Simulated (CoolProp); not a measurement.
Vapour-liquid equilibrium of dimethyl ether (1) + ethanol (2) at 339.9 K; x and y are mole fractions of (1).

Values from CoolProp's multi-fluid Helmholtz-energy mixture model, Wu 2011 and Schroeder 2014; pair parameters Bell 2016.

| x | bubble pressure (MPa) | y at the bubble point | dew pressure at overall composition x (MPa) | liquid density (mol/L) |
|---|---|---|---|---|
| 0.05 | 0.1812 | 0.659 | 0.06606 | 16.12 |
| 0.125 | 0.3475 | 0.828 | 0.07171 | 15.94 |
| 0.2 | 0.4997 | 0.885 | 0.07840 | 15.76 |
| 0.275 | 0.6378 | 0.913 | 0.08645 | 15.56 |
| 0.35 | 0.7627 | 0.931 | 0.09632 | 15.36 |
| 0.425 | 0.8757 | 0.943 | 0.1087 | 15.14 |
| 0.5 | 0.9791 | 0.952 | 0.1247 | 14.91 |
| 0.575 | 1.075 | 0.959 | 0.1463 | 14.65 |
| 0.65 | 1.168 | 0.965 | 0.1767 | 14.38 |
| 0.725 | 1.261 | 0.972 | 0.2231 | 14.09 |
| 0.8 | 1.358 | 0.978 | 0.3021 | 13.76 |
| 0.875 | 1.466 | 0.985 | 0.4658 | 13.41 |
| 0.95 | 1.589 | 0.993 | 0.9594 | 13.01 |

No azeotrope shows between x = 0.05 and 0.95.

The pair parameters rest on a limited set of measurements; away from them the model extrapolates. The gap from Raoult's law changes sign with composition, which may be real or a fault of the pair parameters; it wasn't checked against measurements.
